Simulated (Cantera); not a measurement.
Mixture: 10.3 % CH4, 12.8 % O2, 76.9 % N2, at 10.0 bar, adiabatic and at constant volume. Ignition delay is the time to a rise of 400 K.

Cantera simulation using GRI-Mech 3.0 (53 species, 325 reactions); the numbers are that mechanism's predictions, not measurements.

Question: Predict: delay at 1225 K; delay at 1325 K; delay at 1425 K; delay at 1525 K; delay at 1625 K; delay at 1725 K; delay at 1825 K; apparent activation energy between 1625 and 1825 K.

Answer: 
```
Item                                                    Result
--------------------------------------------------  ----------
delay at 1225 K                                        6.53 ms
delay at 1325 K                                        2.08 ms
delay at 1425 K                                       0.716 ms
delay at 1525 K                                       0.261 ms
delay at 1625 K                                       0.101 ms
delay at 1725 K                                        42.3 µs
delay at 1825 K                                        19.4 µs
apparent activation energy between 1625 and 1825 K  200 kJ/mol
```
